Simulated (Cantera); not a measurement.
An isothermal, constant-pressure homogeneous reactor starts with 52.6 % NO, 47.4 % N2, at 2175 K and 2670 Pa.

Cantera simulation using GRI-Mech 3.0 (53 species, 325 reactions); the numbers are that mechanism's predictions, not measurements. Radical loss at walls, strong at low pressure, is not modelled.

x: mole fraction; the columns are a selection and need not sum to one.

| t (s) | x NO | x O | x O2 | x N2 | x NO2 |
|---|---|---|---|---|---|
| 0.000100 | 0.526 | 2.78e-6 | 6.44e-9 | 0.474 | 3.18e-9 |
| 0.000313 | 0.526 | 8.86e-6 | 6.37e-8 | 0.474 | 2.86e-8 |
| 0.000979 | 0.526 | ___ | ___ | 0.474 | ___ |
| 0.00306 | 0.526 | 0.000103 | 7.08e-6 | 0.474 | 1.31e-6 |
| 0.00959 | 0.526 | 0.000387 | 8.57e-5 | 0.474 | 5.47e-6 |
| 0.0300 | 0.523 | 0.00116 | 0.000966 | 0.475 | 1.41e-5 |
| 0.0939 | 0.510 | 0.00205 | 0.00694 | 0.481 | 2.35e-5 |
| 0.294 | 0.458 | 0.00304 | 0.0320 | 0.506 | 3.80e-5 |
| 0.919 | ___ | ___ | ___ | ___ | ___ |
| 2.88 | 0.0555 | 0.00682 | 0.231 | 0.707 | 1.25e-5 |
| 9.00 | 0.0134 | 0.00712 | 0.252 | 0.728 | 3.15e-6 |

Complete the blanks.


- 0.000979, x O: 2.92e-5
- 0.000979, x O2: 6.48e-7
- 0.000979, x NO2: 2.23e-7
- 0.919, x NO: 0.286
- 0.919, x O: 0.00502
- 0.919, x O2: 0.117
- 0.919, x N2: 0.592
- 0.919, x NO2: 4.53e-5
